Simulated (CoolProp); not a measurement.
Aqueous ethanol as a coolant, 26 % by mass, freezing at -16.4 °C, 1 atm.

Values from CoolProp's Melinder's fits for secondary coolants.

```tsv
T (°C)	conductivity (W/(m K))	viscosity (mPa s)	Prandtl number	density (kg/m³)
-6.4	0.412	9.07	93.5	972.1
-2.7	0.415	7.26	74.5	970.8
1	0.418	5.91	60.2	969.4
4.8	___	4.84	49.1	967.8
8.5	___	4.05	40.8	966.2
12.2	0.426	3.42	34.3	964.4
15.9	0.429	___	29.2	962.6
19.6	0.432	2.53	25.0	960.6
23.3	0.435	2.21	21.7	958.6
27	0.437	1.94	19.0	956.5
30.7	0.440	1.72	16.7	954.3
34.4	0.443	1.53	___	952.0
```

Question: Fill in the missing entries.

Answer: 
- 4.8, conductivity (W/(m K)): 0.421
- 8.5, conductivity (W/(m K)): 0.423
- 15.9, viscosity (mPa s): 2.93
- 34.4, Prandtl number: 14.8
